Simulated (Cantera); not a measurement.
A Cantera script and its output.

```python
import numpy as np
import cantera as ct

gas = ct.Solution("gri30.yaml")
gas.TPX = 1075, 310000, {'C3H8': 1, 'O2': 2.08, 'N2': 7.83}
reactor = ct.IdealGasConstPressureReactor(gas, energy="on", clone=False)
net = ct.ReactorNet([reactor])
net.rtol, net.atol = 1e-08, 1e-16
show = ['C3H8', 'O2', 'HCO', 'O', 'C2H6', 'OH']
times = np.geomspace(2e-06, 2, 12)

steps = ct.SolutionArray(gas, extra=["t"])
rows = []
print(f"{'t/s':>10s}{'T/K':>9s}{'P/Pa':>11s}" + "".join(f"{s:>11s}" for s in show))
for t in times:
    while net.time < t:
        t_next = net.step()
        steps.append(gas.state, t=t_next)
    rows.append([np.interp(t, steps.t, y) for y in (steps.T, steps.P, *steps(*show).X.T)])
    print(f"{t:10.3e}{rows[-1][0]:9.1f}{rows[-1][1]:11.4g}" + "".join(f"{x:11.3e}" for x in rows[-1][2:]))
rate = np.gradient(steps.T, steps.t)
print("integrator steps:", len(steps.t))
if steps.T.max() > steps.T[0] + 200:
    print(f"time of steepest temperature rise: {steps.t[rate.argmax()]:.4e} s")
gas.TPX = 1075, 310000, {'C3H8': 1, 'O2': 2.08, 'N2': 7.83}
gas.equilibrate("HP")
print(f"equilibrium (HP): T = {gas.T:.1f} K  " + "  ".join(f"{s} {gas[s].X[0]:.3e}" for s in show))
```

It prints:

```
       t/s      T/K       P/Pa       C3H8         O2        HCO          O       C2H6         OH
 2.000e-06   1075.0    3.1e+05  9.166e-02  1.907e-01  2.011e-18  1.408e-12  9.850e-14  3.308e-12
 7.022e-06   1075.0    3.1e+05  9.166e-02  1.907e-01  3.032e-17  2.301e-12  4.579e-12  8.211e-12
 2.466e-05   1075.0    3.1e+05  9.166e-02  1.907e-01  5.045e-16  4.819e-12  2.163e-10  2.997e-11
 8.658e-05   1075.0    3.1e+05  9.166e-02  1.906e-01  1.280e-14  1.673e-11  1.152e-08  1.719e-10
 3.040e-04   1075.0    3.1e+05  9.164e-02  1.906e-01  5.281e-13  7.016e-11  6.839e-07  9.388e-10
 1.067e-03   1074.9    3.1e+05  9.154e-02  1.906e-01  5.886e-12  1.076e-10  1.117e-05  1.549e-09
 3.748e-03   1074.7    3.1e+05  9.111e-02  1.905e-01  2.784e-11  1.340e-10  5.827e-05  1.899e-09
 1.316e-02   1074.1    3.1e+05  8.938e-02  1.898e-01  1.333e-10  2.465e-10  2.523e-04  2.986e-09
 4.620e-02   1091.0    3.1e+05  7.181e-02  1.795e-01  7.841e-09  6.558e-09  2.058e-03  6.783e-08
 1.622e-01   2023.2    3.1e+05  2.035e-20  3.927e-09  9.736e-08  2.856e-08  9.304e-14  1.634e-05
 5.696e-01   2023.2    3.1e+05  1.091e-26  3.928e-09  9.741e-08  2.857e-08  6.500e-18  1.634e-05
 2.000e+00   2023.2    3.1e+05  9.882e-27  3.928e-09  9.742e-08  2.858e-08  6.013e-18  1.634e-05
integrator steps: 2957
time of steepest temperature rise: 4.9880e-02 s
equilibrium (HP): T = 2023.2 K  C3H8 1.293e-26  O2 3.928e-09  HCO 9.743e-08  O 2.858e-08  C2H6 7.454e-18  OH 1.634e-05
```

Detailed kinetics in Cantera: GRI-Mech 3.0 (53 species, 325 reactions). GRI-Mech 3.0 was tuned for natural gas; its chemistry of propane as a main component is partial and can be far from experiment.
